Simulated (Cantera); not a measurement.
A freely propagating, adiabatic, planar premixed flame of 11.2 % CH4, 18.7 % O2, 70.1 % N2, equivalence ratio 1.2, unburnt at 575 K and 1.01 bar; multicomponent+Soret transport, grid criteria slope 0.08 and curve 0.16, no radiation.

Model: GRI-Mech 3.0 (53 species, 325 reactions), integrated in Cantera. Burning velocities carry a grid error of a few per cent, more on coarse grids.

x: mole fraction of selected species; z is measured from the peak of heat release.

```
z (mm)   T (K)  u (m/s)     x CH4     x O2   x NO    x HCN    x HCO       x H
-------  -----  -------  --------  -------  -----  -------  -------  --------
-1.03      575     1.10     0.112    0.187  <1e-8    <1e-8    <1e-8     <1e-8
-0.685     577     1.11     0.111    0.186  <1e-8    <1e-8    <1e-8     <1e-8
-0.514     588     1.13     0.110    0.185    ___  1.81e-8    <1e-8     <1e-8
-0.343     661     1.28     0.103    0.180    ___  2.17e-7    <1e-8   1.22e-6
-0.171    1092     2.15    0.0715    0.143    ___  2.62e-6  1.27e-6  0.000137
-0.0857   1506     3.01    0.0388   0.0981    ___  6.63e-6  2.18e-5  0.000943
0         1877     3.81   0.00969   0.0491    ___  1.34e-5  6.59e-5   0.00411
0.0857    2041     4.15  0.000910   0.0208    ___  1.45e-5  2.86e-5   0.00831
0.171     2083     4.22   4.81e-5   0.0106    ___  8.14e-6  2.88e-6    0.0105
0.343     2115     4.27   1.26e-7  0.00611    ___  1.79e-6  1.25e-7    0.0110
0.685     2153     4.33     <1e-8  0.00462    ___  1.30e-7  9.33e-8   0.00963
1.37      2200     4.41     <1e-8  0.00336    ___    <1e-8  6.97e-8   0.00750
2.74      2248     4.50     <1e-8  0.00209    ___    <1e-8  4.75e-8   0.00529
```

Question: What belongs in the gaps?

Answer: 
- -0.514, x NO: 5.36e-8
- -0.343, x NO: 5.04e-7
- -0.171, x NO: 5.08e-6
- -0.0857, x NO: 1.16e-5
- 0, x NO: 2.30e-5
- 0.0857, x NO: 3.92e-5
- 0.171, x NO: 5.18e-5
- 0.343, x NO: 6.22e-5
- 0.685, x NO: 6.91e-5
- 1.37, x NO: 7.75e-5
- 2.74, x NO: 8.97e-5
